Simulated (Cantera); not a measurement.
Gas-phase reforming

A perfectly stirred reactor is fed with 28.8 % CH₄, 60.5 % H₂O, 10.7 % H₂, at 730000 Pa; it is held at 1675 K, and followed from long to short residence time.

Model: GRI-Mech 3.0 (53 species, 325 reactions), integrated in Cantera.

```tsv
τ (s)	x CH₄	x H₂O	x H₂	x O	x C₂H
5.1	0.0303	0.236	0.572	2.82e-11	9.24e-10
1.8	0.0452	0.272	0.535	3.16e-11	2.45e-9
0.62	0.0604	0.321	0.487	3.50e-11	5.42e-9
0.22	0.0743	0.379	0.433	3.80e-11	9.70e-9
0.076	0.0908	0.440	0.375	4.14e-11	1.42e-8
0.027	0.117	0.492	0.316	4.69e-11	1.62e-8
0.0094	0.157	0.533	0.255	5.82e-11	1.42e-8
0.0033	0.204	0.565	0.197	7.83e-11	9.43e-9
0.0012	0.243	0.586	0.152	1.03e-10	4.52e-9
```
x: mole fraction; the columns are a selection and need not sum to one.
